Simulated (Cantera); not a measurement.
## Transport properties of process gases

Gas mixture: N2O : N2 = 0.45 : 0.86 (molar parts), at 2.07 atm, frozen composition.

Cantera's kinetic-theory transport with the Lennard-Jones parameters of GRI-Mech 3.0, ideal gas; thermal conductivity in the mixture-averaged form. The composition is frozen, though it would react at the higher temperatures.

```csv
T (K),ρ (kg/m³),cp (J/kg/K),μ (µPa s),λ (mW/m/K),Pr,D (cm²/s) OH,D (cm²/s) O,D (cm²/s) C2H2
400,2.12,1012,21.2,30.1,0.714,0.231,0.236,0.121
550,1.54,1069,27.0,40.3,0.717,0.399,0.407,0.214
700,1.21,1120,32.1,50.0,0.719,0.601,0.613,0.327
850,0.996,1168,36.8,59.4,0.723,0.833,0.850,0.456
1000,0.846,1208,41.1,68.4,0.726,1.09,1.12,0.601
1150,0.736,1236,45.1,76.9,0.725,1.38,1.41,0.762
1300,0.651,1260,49.0,85.2,0.724,1.69,1.73,0.936
1450,0.584,1281,52.6,93.1,0.724,2.03,2.07,1.12
1600,0.529,1298,56.1,101,0.723,2.39,2.44,1.33
```
D: mixture-averaged diffusion coefficient of that species in the mixture.
